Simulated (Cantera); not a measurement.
An adiabatic, constant-pressure homogeneous reactor starts with H2 : O2 : N2 : NO = 1 : 1.43 : 4.43 : 0.0072 (molar parts), at 1623 K and 1200 Torr. Integrator tolerance rtol = 1e-08.

Model: GRI-Mech 3.0 (53 species, 325 reactions), integrated in Cantera.

```tsv
quantity	before	after
time of steepest temperature rise	6.07 µs	7.30 µs
temperature at 0.700 s	2495 K	2218 K
equilibrium temperature	2495 K	2218 K
x(H2) at 0.700 s	0.00186 (gas-phase equilibrium 0.00186)	0.000228 (gas-phase equilibrium 0.000228)
x(O2) at 0.700 s	0.133 (gas-phase equilibrium 0.133)	0.176 (gas-phase equilibrium 0.176)
x(NO) at 0.700 s	0.0169 (gas-phase equilibrium 0.0169)	0.0114 (gas-phase equilibrium 0.0115)
x(H2O) at 0.700 s	0.147 (gas-phase equilibrium 0.147)	0.0946 (gas-phase equilibrium 0.0946)
x(H) at 0.700 s	0.000843 (gas-phase equilibrium 0.000843)	7.48e-5 (gas-phase equilibrium 7.48e-5)
x(HO2) at 0.700 s	1.36e-5 (gas-phase equilibrium 1.36e-5)	6.01e-6 (gas-phase equilibrium 6.00e-6)
```

What was changed between the two runs?
A. H2 1 to 0.6 parts
B. pressure from 1200 Torr to 5030 Torr
C. H2 1 to 0.33 parts
D. O2 1.43 to 0.61 parts

A, H2 1 to 0.6 parts
